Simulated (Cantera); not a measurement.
An adiabatic, constant-volume homogeneous reactor starts with CH4 : O2 : N2 = 1 : 1.67 : 6.27 (molar parts), equivalence ratio 1.2, at 1725 K and 3830 Torr. Integrator tolerance rtol = 1e-08.

Computed with Cantera and GRI-Mech 3.0 (53 species, 325 reactions). Above 3000 K some thermodynamic fits are extrapolated.

**Question.** What does this change do: initial temperature 1725 to 1050 K?

**Answer.** 
| quantity | before | after |
|---|---|---|
| time of steepest temperature rise | 46.1 µs | 84.3 ms |
| temperature at 0.500 s | 3155 K | 2923 K |
| equilibrium temperature | 3155 K | 2923 K |
| x(CH4) at 0.500 s | <1e-12 (gas-phase equilibrium 1.11e-12) | 1.13e-12 (gas-phase equilibrium 1.35e-12) |
| x(O2) at 0.500 s | 0.00876 (gas-phase equilibrium 0.00876) | 0.00313 (gas-phase equilibrium 0.00313) |
| x(NO) at 0.500 s | 0.0106 (gas-phase equilibrium 0.0106) | 0.00488 (gas-phase equilibrium 0.00488) |
| x(HO2) at 0.500 s | 1.12e-5 (gas-phase equilibrium 1.12e-5) | 4.08e-6 (gas-phase equilibrium 4.08e-6) |
| x(OH) at 0.500 s | 0.0228 (gas-phase equilibrium 0.0228) | 0.0106 (gas-phase equilibrium 0.0106) |
| x(HCN) at 0.500 s | 5.52e-8 (gas-phase equilibrium 5.52e-8) | 3.83e-8 (gas-phase equilibrium 3.83e-8) |
| x(C2H) at 0.500 s | <1e-12 (gas-phase equilibrium <1e-12) | <1e-12 (gas-phase equilibrium <1e-12) |

**Question.** What does this change do: pressure from 3830 Torr to 248 Torr?

**Answer.** 
```csv
quantity,before,after
time of steepest temperature rise,46.1 µs,0.479 ms
temperature at 0.500 s,3155 K,2876 K
equilibrium temperature,3155 K,2876 K
x(CH4) at 0.500 s,<1e-12 (gas-phase equilibrium 1.11e-12),<1e-12 (gas-phase equilibrium <1e-12)
x(O2) at 0.500 s,0.00876 (gas-phase equilibrium 0.00876),0.0136 (gas-phase equilibrium 0.0136)
x(NO) at 0.500 s,0.0106 (gas-phase equilibrium 0.0106),0.00934 (gas-phase equilibrium 0.00934)
x(HO2) at 0.500 s,1.12e-5 (gas-phase equilibrium 1.12e-5),4.37e-6 (gas-phase equilibrium 4.37e-6)
x(OH) at 0.500 s,0.0228 (gas-phase equilibrium 0.0228),0.0265 (gas-phase equilibrium 0.0265)
x(HCN) at 0.500 s,5.52e-8 (gas-phase equilibrium 5.52e-8),4.68e-9 (gas-phase equilibrium 4.68e-9)
x(C2H) at 0.500 s,<1e-12 (gas-phase equilibrium <1e-12),<1e-12 (gas-phase equilibrium <1e-12)
```
